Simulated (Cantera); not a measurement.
Charge: 1 mol MgSO4, 0.64 mol CO2, equilibrated at 1475 °C and 5.60 bar.

Cantera equilibrium calculation (NASA polynomials, part measured and part estimated; ideal gas, pure solids and liquids). Candidate condensed phases: C, Mg, MgCO3, MgO, MgS, MgSO4, S; 26 gas species. Kinetics and transport are ignored.

Base state: SO2 0.462, CO2 0.300, O2 0.231, SO3 0.00667, CO 3.12e-5, O 1.49e-5 (mole fractions); condensed: MgO(s).

**Question.** What changes in the equilibrium state with this change: temperature from 1475 °C to 950 °C?

**Answer.** 
```tsv
species	before	after
CO2	0.300	0.984
SO2	0.462	0.0104
O2	0.231	0.00518
O	1.49e-5	1.23e-9
CO	3.12e-5	1.72e-7
MgO(s), mol	1.00	0.00698
MgSO4(s), mol	0	0.993
```
Mutual solubility and eutectic melting of coexisting phases are not modelled.

**Question.** What changes in the equilibrium state with this change: temperature from 1475 °C to 552 °C?

**Answer.** 
```csv
species,before,after
CO2,0.300,1.00
SO2,0.462,7.28e-8
O2,0.231,3.66e-8
SO3,0.00667,<1e-9
CO,3.12e-5,<1e-9
O,1.49e-5,<1e-9
"MgO(s), mol",1.00,0
"MgSO4(s), mol",0,1.00
```
